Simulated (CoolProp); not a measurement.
Computed with CoolProp (reference Helmholtz-energy equation of state, Thol 2015).

### Question
For octamethylcyclotetrasiloxane (D4), give the phase and the Z, cp (kJ/(kg K)), cv (kJ/(kg K)), speed of sound (m/s) at 499.8 K and 0.18 MPa; 499.8 K and 13.5 MPa.

### Answer
- 499.8 K and 0.18 MPa: gas; Z 0.907, cp 1.83, cv 1.78, speed of sound 108
- 499.8 K and 13.5 MPa: liquid; Z 1.26, cp 2.05, cv 1.82, speed of sound 546
